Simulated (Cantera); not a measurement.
Feed: 1 mol Fe₃O₄, 0.98 mol CO, 9.1 mol H₂, at 1125 K and 67.5 Torr.

These are equilibrium values from Cantera (NASA tables, ideal gas, pure condensed phases), not measurements of a reactor. Candidate condensed phases: C, C₆H₆, C₇H₈, C₈H₁₈, Fe, Fe(CO)₅, FeO, Fe(OH)₂, Fe(OH)₃, Fe₂O₃, Fe₃O₄, H₂O; 114 gas species. Mutual solubility and eutectic melting of coexisting phases are not modelled. The tables' stoichiometric FeO is somewhat more stable than real wüstite, so its field is too wide. FeO: taken at fixed stoichiometry. Equilibrium is a limit: real reactors are often held back by kinetics, nucleation or transport.

Base state: H₂ 0.729, H₂O 0.174, CO 0.0799, CO₂ 0.0173 (mole fractions); condensed: Fe(α) + FeO(s).

Question: What changes in the equilibrium state with this change: H₂ from 9.1 to 0.79 mol?

Answer: 
```tsv
species	before	after
CO₂	0.0173	0.307
H₂O	0.174	0.258
CO	0.0799	0.247
H₂	0.729	0.188
Fe(α), mol	0.929	0
FeO(s), mol	2.07	3.00
```

Question: What changes in the equilibrium state with this change: Fe₃O₄ replaced by PbO?

Answer: 
| species | before | after |
|---|---|---|
| H₂ | 0.729 | 0.811 |
| H₂O | 0.174 | 0.0901 |
| CO | 0.0799 | 0.0881 |
| CO₂ | 0.0173 | 0.00890 |
| Pb | 0 | 0.00210 |
| Fe(α), mol | 0.929 | 0 |
| FeO(s), mol | 2.07 | 0 |
| Pb(l), mol | 0 | 0.979 |
Further candidate phases: Pb, PbO, PbO₂, Pb₃O₄.

Question: What changes in the equilibrium state with this change: temperature from 1125 K to 1550 K?

Answer: 
```
species       before    after
-----------  -------  -------
H₂             0.729    0.627
H₂O            0.174    0.275
CO            0.0799   0.0840
CO₂           0.0173   0.0132
H            1.26e-7  8.32e-5
Fe(α), mol     0.929        0
FeO(s), mol     2.07     1.09
Fe(γ), mol         0     1.91
```
